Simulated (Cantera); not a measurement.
A closed system holds: 1 mol c-C4F8, 0.064 mol CH4, 1.2 mol H2, held at 2052 °C and 1.33 mbar.

Cantera equilibrium calculation (NASA polynomials, part measured and part estimated; ideal gas, pure solids and liquids). Candidate condensed phases: C, C6H6, C7H8, C8H18; 95 gas species. The feed counts by its element totals alone. Gases not in the tables: C2F6 and larger saturated fluorocarbons. Kinetics and transport are ignored.

Base state: F 0.481, HF 0.378, CF2 0.130, CF 0.00877, CF4 0.00181, CF3 0.000879, H 9.13e-5, C3 1.98e-5 (mole fractions); condensed: C(graphite).

Problem. What changes in the equilibrium state with this change: temperature from 2052 °C to 750 °C?

Solution. 
| species | before | after |
|---|---|---|
| HF | 0.378 | 0.665 |
| CF4 | 0.00181 | 0.335 |
| CF2 | 0.130 | 1.85e-8 |
| F | 0.481 | 1.59e-9 |
| CF | 0.00877 | <1e-9 |
| H | 9.13e-5 | <1e-9 |
| CF3 | 0.000879 | 1.46e-8 |
| C3 | 1.98e-5 | <1e-9 |
| C(graphite), mol | 3.07 | 2.73 |

Problem. What changes in the equilibrium state with this change: pressure from 1.33 mbar to 2.70 mbar?

Solution. 
```csv
species,before,after
HF,0.378,0.401
F,0.481,0.400
CF2,0.130,0.182
CF4,0.00181,0.00721
CF3,0.000879,0.00207
C3,1.98e-5,9.78e-6
"C(graphite), mol",3.07,2.75
```
